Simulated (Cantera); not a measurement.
**Low-pressure radical oxidation in H2/O2**

An isothermal, constant-pressure homogeneous reactor starts with H2 : O2 : N2 = 0.14 : 1 : 0.13 (molar parts), equivalence ratio 0.070, at 1075 K and 0.00120 bar.

Model: the H2/O2 subset of GRI-Mech 3.0, which has no nitrogen chemistry, integrated in Cantera. Radical loss at walls, strong at low pressure, is not modelled. The temperature is held fixed by assumption; the heat of reaction is taken as removed at once.

```tsv
t (s)	x H2	x O2	x OH	x H2O	x O	x H
0.000100	0.110	0.787	2.08e-12	<1e-12	2.18e-12	4.90e-11
0.000305	0.110	0.787	1.64e-11	4.32e-12	1.88e-11	1.41e-10
0.000932	0.110	0.787	1.06e-10	9.08e-11	1.51e-10	4.15e-10
0.00285	0.110	0.787	7.35e-10	1.79e-9	1.35e-9	1.89e-9
0.00869	0.110	0.787	2.52e-8	1.04e-7	5.02e-8	5.84e-8
0.0265	0.107	0.785	0.000534	0.00238	0.00109	0.00129
0.0809	0.00324	0.720	0.00382	0.0874	0.0477	0.0357
0.247	0.00297	0.725	0.00368	0.0909	0.0432	0.0308
0.754	0.00232	0.739	0.00327	0.0991	0.0315	0.0197
2.30	0.00103	0.761	0.00220	0.111	0.0129	0.00528
7.03	0.000165	0.773	0.000888	0.116	0.00202	0.000327
21.5	1.67e-5	0.775	0.000283	0.116	0.000204	1.05e-5
65.5	2.17e-6	0.775	0.000102	0.117	2.67e-5	4.97e-7
200	4.00e-7	0.775	4.40e-5	0.117	4.94e-6	3.95e-8
```
x: mole fraction; the columns are a selection and need not sum to one.

Equilibrium at this temperature and pressure: H2 2.70e-9, O2 0.775, OH 3.63e-6, H2O 0.117, O 3.36e-8, H 2.22e-11 (gas phase only).
